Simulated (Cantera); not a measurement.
An adiabatic, constant-volume homogeneous reactor starts with CH4 : O2 : N2 = 1 : 1.67 : 6.27 (molar parts), at 1573 K and 0.970 bar. Integrator tolerance rtol = 1e-08.

Detailed kinetics in Cantera: GRI-Mech 3.0 (53 species, 325 reactions).

**Question.** What does this change do: initial temperature 1573 to 1400 K?

**Answer.** 
| quantity | before | after |
|---|---|---|
| time of steepest temperature rise | 0.608 ms | 3.64 ms |
| temperature at 2.00 s | 2950 K | 2906 K |
| equilibrium temperature | 2950 K | 2906 K |
| x(CH4) at 2.00 s | <1e-12 (gas-phase equilibrium <1e-12) | <1e-12 (gas-phase equilibrium <1e-12) |
| x(O2) at 2.00 s | 0.0104 (gas-phase equilibrium 0.0104) | 0.00880 (gas-phase equilibrium 0.00880) |
| x(O) at 2.00 s | 0.00694 (gas-phase equilibrium 0.00694) | 0.00520 (gas-phase equilibrium 0.00520) |
| x(NO) at 2.00 s | 0.00905 (gas-phase equilibrium 0.00905) | 0.00790 (gas-phase equilibrium 0.00790) |
| x(H) at 2.00 s | 0.0191 (gas-phase equilibrium 0.0191) | 0.0153 (gas-phase equilibrium 0.0153) |
| x(CO2) at 2.00 s | 0.0352 (gas-phase equilibrium 0.0352) | 0.0386 (gas-phase equilibrium 0.0386) |
| x(N2O) at 2.00 s | 6.48e-7 (gas-phase equilibrium 6.48e-7) | 5.94e-7 (gas-phase equilibrium 5.94e-7) |

**Question.** What does this change do: initial temperature 1573 to 1800 K?

**Answer.** 
| quantity | before | after |
|---|---|---|
| time of steepest temperature rise | 0.608 ms | 0.112 ms |
| temperature at 2.00 s | 2950 K | 3004 K |
| equilibrium temperature | 2950 K | 3004 K |
| x(CH4) at 2.00 s | <1e-12 (gas-phase equilibrium <1e-12) | <1e-12 (gas-phase equilibrium <1e-12) |
| x(O2) at 2.00 s | 0.0104 (gas-phase equilibrium 0.0104) | 0.0124 (gas-phase equilibrium 0.0124) |
| x(O) at 2.00 s | 0.00694 (gas-phase equilibrium 0.00694) | 0.00964 (gas-phase equilibrium 0.00964) |
| x(NO) at 2.00 s | 0.00905 (gas-phase equilibrium 0.00905) | 0.0105 (gas-phase equilibrium 0.0105) |
| x(H) at 2.00 s | 0.0191 (gas-phase equilibrium 0.0191) | 0.0248 (gas-phase equilibrium 0.0248) |
| x(CO2) at 2.00 s | 0.0352 (gas-phase equilibrium 0.0352) | 0.0311 (gas-phase equilibrium 0.0311) |
| x(N2O) at 2.00 s | 6.48e-7 (gas-phase equilibrium 6.48e-7) | 7.10e-7 (gas-phase equilibrium 7.10e-7) |
Above 3000 K some thermodynamic fits are extrapolated.

**Question.** What does this change do: CH4 1 to 2 parts?

**Answer.** 
```json
[
 {"quantity": "time of steepest temperature rise", "before": "0.608 ms", "after": "0.786 ms"},
 {"quantity": "temperature at 2.00 s", "before": "2950 K", "after": "2622 K"},
 {"quantity": "equilibrium temperature", "before": "2950 K", "after": "2622 K"},
 {"quantity": "x(CH4) at 2.00 s", "before": "<1e-12 (gas-phase equilibrium <1e-12)", "after": "1.34e-10 (gas-phase equilibrium 1.50e-10)"},
 {"quantity": "x(O2) at 2.00 s", "before": "0.0104 (gas-phase equilibrium 0.0104)", "after": "1.07e-5 (gas-phase equilibrium 1.07e-5)"},
 {"quantity": "x(O) at 2.00 s", "before": "0.00694 (gas-phase equilibrium 0.00694)", "after": "5.97e-5 (gas-phase equilibrium 5.97e-5)"},
 {"quantity": "x(NO) at 2.00 s", "before": "0.00905 (gas-phase equilibrium 0.00905)", "after": "0.000162 (gas-phase equilibrium 0.000162)"},
 {"quantity": "x(H) at 2.00 s", "before": "0.0191 (gas-phase equilibrium 0.0191)", "after": "0.0140 (gas-phase equilibrium 0.0140)"},
 {"quantity": "x(CO2) at 2.00 s", "before": "0.0352 (gas-phase equilibrium 0.0352)", "after": "0.0102 (gas-phase equilibrium 0.0102)"},
 {"quantity": "x(N2O) at 2.00 s", "before": "6.48e-7 (gas-phase equilibrium 6.48e-7)", "after": "1.03e-8 (gas-phase equilibrium 1.03e-8)"}
]
```
